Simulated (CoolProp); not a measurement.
A Linde-Hampson liquefier for ethylene: isothermal reversible compression at 320 K from 1 atm to 40 MPa, throttling to 1 atm, return gas leaving the recuperator 0 K below the feed. Each further row changes one setting.

Model: reference Helmholtz-energy equation of state, Smukala 2000, in CoolProp.

| case | liquid yield per pass | compression work (kJ/kg of gas) |
|---|---|---|
| as stated | 0.428 | 468 |
| high pressure 80 MPa | 0.384 | 554 |
| warm-end temperature 350 K | 0.362 | 539 |
| warm-end gap 5 K | 0.421 | 468 |
